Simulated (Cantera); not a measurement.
Equilibrium for abatement and gas-phase synthesis: PH₃ + H₂

Feed: 1 mol PH₃, 0.8 mol H₂, equilibrated at 65.0 mbar.

Cantera equilibrium calculation (NASA polynomials, part measured and part estimated; ideal gas, pure solids and liquids). Candidate condensed phases: P; 7 gas species. Kinetics and transport are ignored.

From 2350 K to 3100 K nothing is condensed. The main P-bearing gas is P₂ throughout.

```json
[
 {"T (K)": "2350", "log p H₂": "-1.30", "log p H": "-2.55", "log p P₂": "-1.96", "log p P": "-3.39"},
 {"T (K)": "2425", "log p H₂": "-1.31", "log p H": "-2.40", "log p P₂": "-1.96", "log p P": "-3.22"},
 {"T (K)": "2500", "log p H₂": "-1.32", "log p H": "-2.26", "log p P₂": "-1.98", "log p P": "-3.07"},
 {"T (K)": "2575", "log p H₂": "-1.34", "log p H": "-2.13", "log p P₂": "-1.99", "log p P": "-2.92"},
 {"T (K)": "2650", "log p H₂": "-1.36", "log p H": "-2.01", "log p P₂": "-2.01", "log p P": "-2.79"},
 {"T (K)": "2725", "log p H₂": "-1.39", "log p H": "-1.90", "log p P₂": "-2.04", "log p P": "-2.67"},
 {"T (K)": "2800", "log p H₂": "-1.42", "log p H": "-1.80", "log p P₂": "-2.07", "log p P": "-2.56"},
 {"T (K)": "2875", "log p H₂": "-1.47", "log p H": "-1.71", "log p P₂": "-2.11", "log p P": "-2.45"},
 {"T (K)": "2950", "log p H₂": "-1.52", "log p H": "-1.63", "log p P₂": "-2.16", "log p P": "-2.36"},
 {"T (K)": "3025", "log p H₂": "-1.58", "log p H": "-1.56", "log p P₂": "-2.22", "log p P": "-2.28"},
 {"T (K)": "3100", "log p H₂": "-1.66", "log p H": "-1.50", "log p P₂": "-2.30", "log p P": "-2.21"}
]
```
log p: log10 of the partial pressure in bar; nothing condenses.
